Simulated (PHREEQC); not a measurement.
Make-up at 25 °C: 0.00024 mol/kgw CO2. Closed to the air; pH follows from the charge balance.

All values are PHREEQC results (ion-association model, phreeqc.dat), not measurements.

```json
{
 "pH": "5.00",
 "ionic_strength": "1.01e-5 mol/kgw"
}
```

```
species  molality  activity   log γ
-------  --------  --------  ------
CO2      0.000230  0.000230   0.000
H+        1.01e-5   1.01e-5  -0.002
HCO3-     1.01e-5   1.01e-5  -0.002
OH-       1.00e-9   1.00e-9  -0.002
```

Precipitation was switched off in this run. Complexes and solids missing from the database can't appear.
